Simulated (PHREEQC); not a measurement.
PHREEQC input (ion-association model, phreeqc.dat):

```
SOLUTION_MASTER_SPECIES
  Amm  AmmH+  0  AmmH  17.031  # ammonia with no redox link, constants of NH4+
SOLUTION_SPECIES
  AmmH+ = AmmH+
    -log_k 0
    -gamma 2.5 0
    -dw 1.98e-9
  AmmH+ = Amm + H+
    -log_k -9.252
    -delta_h 12.48 kcal
    -analytic 0.6322 -0.001225 -2835.76
    -dw 2.28e-9
  AmmH+ + SO4-2 = AmmHSO4-
    -log_k 1.11
PHASES
  Amm(g)
    Amm = Amm
    -log_k 1.7966
    -analytic -18.758 3.3670e-4 2.5113e3 4.8619 39.192
    -T_c 405.6
    -P_c 111.3
    -Omega 0.25
EXCHANGE_SPECIES
  AmmH+ + X- = AmmHX
    -log_k 0.6
    -gamma 2.5 0
    -delta_h -2.4
SOLUTION 1
  temp 85
  units mol/kgw
  pH 7 charge
  Na 0.0011
  C(4) 5.7e-05
SOLUTION 2
  temp 85
  units mol/kgw
  pH 7 charge
  F 0.0276
  Amm 0.012
  Si 6e-05
  B 0.00081
  S(6) 0.029
END
SELECTED_OUTPUT 1
  -reset false
  -pH true
  -pe true
  -ionic_strength true
  -water true
  -totals Amm B C F Na S Si C(-4) C(4) S(-2)
    S(6)
  -molalities H+ Na+ H4SiO4 CO3-2 SO4-2 H3BO3 F- OH- O2 HCO3-
    CO2 (CO2)2 HSO4- S-2 HS- H2S H2BO3- BF(OH)3- BF2(OH)2- BF3OH-
    BF4- HF HF2- NaOH NaCO3- NaHCO3 NaSO4- NaF H3SiO4- H2SiO4-2
    SiF6-2 AmmH+ Amm AmmHSO4-
  -equilibrium_phases Quartz
PRINT
  -reset false
MIX 1
  1 1
  2 0
EQUILIBRIUM_PHASES 1
  Quartz 0 0
  O2(g) -0.68 10
END
# ... the last block is repeated for the other 20 points of share of solution B
```

Selected output (columns that matter, 21 of 21 rows; share of solution B added in front):

```
share of solution B	pH	mu	Amm	B	C	F	Na	S	Si	m_H+	m_Na+	m_H4SiO4	m_CO3-2	m_SO4-2
0	9.4886	0.0011088	0	0	5.7e-05	0	0.0011	0	0	3.3797e-10	0.0010976	0	1.1236e-05	0
0.05	2.9877	0.0037784	0.00059999	4.0499e-05	5.4149e-05	0.00138	0.001045	0.00145	2.9999e-06	0.0011022	0.0010393	2.9999e-06	2.2435e-15	0.0010428
0.1	2.6291	0.0063051	0.0012	8.0999e-05	5.1299e-05	0.00276	0.00098999	0.0029	5.9999e-06	0.0025578	0.00098253	5.9995e-06	4.3968e-16	0.0015813
0.15	2.4523	0.0085583	0.0018	0.0001215	4.8449e-05	0.00414	0.00093499	0.00435	8.9999e-06	0.003885	0.00092668	8.9959e-06	1.9392e-16	0.0019759
0.2	2.3343	0.010665	0.0024	0.000162	4.56e-05	0.00552	0.00087999	0.0058	1.2e-05	0.0051414	0.0008713	1.1981e-05	1.105e-16	0.0022957
0.25	2.2454	0.01268	0.003	0.0002025	4.275e-05	0.0069	0.00082499	0.00725	1.5e-05	0.0063542	0.00081622	1.4935e-05	7.1238e-17	0.0025676
0.3	2.1738	0.014632	0.0036	0.000243	3.99e-05	0.00828	0.00077	0.0087	1.8e-05	0.0075384	0.00076134	1.7828e-05	4.93e-17	0.0028057
0.35	2.1137	0.016538	0.0042	0.0002835	3.705e-05	0.00966	0.000715	0.01015	2.1e-05	0.0087031	0.00070659	2.0615e-05	3.5675e-17	0.0030183
0.4	2.0619	0.018411	0.0048	0.000324	3.42e-05	0.01104	0.00066	0.0116	2.4e-05	0.009854	0.00065196	2.3239e-05	2.6587e-17	0.0032109
0.45	2.0162	0.020257	0.0054	0.0003645	3.135e-05	0.01242	0.000605	0.01305	2.7e-05	0.010995	0.00059741	2.5634e-05	2.0204e-17	0.0033874
0.5	1.9753	0.022083	0.006	0.000405	2.85e-05	0.0138	0.00055	0.0145	3e-05	0.012127	0.00054293	2.7728e-05	1.5544e-17	0.0035507
0.55	1.9384	0.023891	0.0066	0.0004455	2.565e-05	0.01518	0.000495	0.01595	3.3e-05	0.013253	0.0004885	2.9451e-05	1.2036e-17	0.0037029
0.6	1.9046	0.025684	0.0072	0.000486	2.28e-05	0.01656	0.00044	0.0174	3.6e-05	0.014374	0.00043412	3.0743e-05	9.3316e-18	0.0038459
0.65	1.8736	0.027464	0.0078	0.0005265	1.995e-05	0.01794	0.000385	0.01885	3.9e-05	0.015489	0.00037977	3.1559e-05	7.203e-18	0.003981
0.7	1.8449	0.029234	0.0084	0.000567	1.71e-05	0.01932	0.00033	0.0203	4.2e-05	0.016599	0.00032545	3.188e-05	5.4995e-18	0.0041092
0.75	1.8181	0.030993	0.009	0.0006075	1.425e-05	0.0207	0.000275	0.02175	4.5e-05	0.017705	0.00027116	3.1711e-05	4.1164e-18	0.0042314
0.8	1.7931	0.032744	0.0096	0.000648	1.14e-05	0.02208	0.00022	0.0232	4.8e-05	0.018807	0.0002169	3.1089e-05	2.9793e-18	0.0043484
0.85	1.7695	0.034486	0.0102	0.0006885	8.55e-06	0.02346	0.000165	0.02465	5.1e-05	0.019905	0.00016265	3.0071e-05	2.0345e-18	0.0044607
0.9	1.7474	0.036221	0.0108	0.000729	5.7e-06	0.02484	0.00011	0.0261	5.4e-05	0.020999	0.00010842	2.8734e-05	1.2419e-18	0.0045688
0.95	1.7264	0.037948	0.0114	0.0007695	2.85e-06	0.02622	5.5e-05	0.02755	5.7e-05	0.02209	5.4202e-05	2.716e-05	5.714e-19	0.0046733
1	1.7066	0.039668	0.012	0.00081	0	0.0276	0	0.029	6e-05	0.023177	0	2.543e-05	0	0.0047744
```

Complexes and solids missing from the database can't appear. Constants without temperature data keep their 25 °C values here. SiF6-2 is the database's only silicon fluoride. Real BF4- forms and hydrolyses slowly; the run takes it at equilibrium.
